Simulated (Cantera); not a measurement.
Input: 1 mol Si, 0.91 mol H₂, held at 1177 °C and 3830 Torr.

Method: chemical equilibrium by Gibbs-energy minimisation in Cantera with the NASA 1993 tables (ideal gas, pure condensed phases). Candidate condensed phases: Si; 9 gas species. Kinetics and transport are ignored.

Q: What is the equilibrium state?

A: 
| Property | Value |
|---|---|
| x(H₂) | 1.000 |
| x(SiH₄) | 4.91e-6 |
| x(H) | 4.19e-6 |
| n(Si(s)) | 1.000 mol |
| gas amount | 0.9100 mol |
